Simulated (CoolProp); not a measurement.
Vapour-liquid equilibrium of R113 (1) + n-hexane (2) at 366.8 K; x and y are mole fractions of (1).

Values from CoolProp's multi-fluid Helmholtz-energy mixture model, Marx 1992 and Thol 2019; pair parameters Bell 2016.

| x | bubble pressure (MPa) | y at the bubble point | dew pressure at overall composition x (MPa) | liquid density (mol/L) |
|---|---|---|---|---|
| 0.05 | 0.2216 | 0.100 | 0.2149 | 6.842 |
| 0.15 | 0.2454 | 0.262 | 0.2286 | 6.886 |
| 0.25 | 0.2666 | 0.390 | 0.2435 | 6.933 |
| 0.35 | 0.2856 | 0.495 | 0.2598 | 6.983 |
| 0.45 | 0.3028 | 0.586 | 0.2773 | 7.036 |
| 0.55 | 0.3184 | 0.668 | 0.2958 | 7.093 |
| 0.65 | 0.3328 | 0.744 | 0.3149 | 7.154 |
| 0.75 | 0.3461 | 0.817 | 0.3339 | 7.219 |
| 0.85 | 0.3584 | 0.890 | 0.3518 | 7.288 |
| 0.95 | 0.3698 | 0.963 | 0.3679 | 7.362 |

No azeotrope shows between x = 0.05 and 0.95.

Pair parameters are fitted to limited data, so mixtures are less certain than the pure fluids.
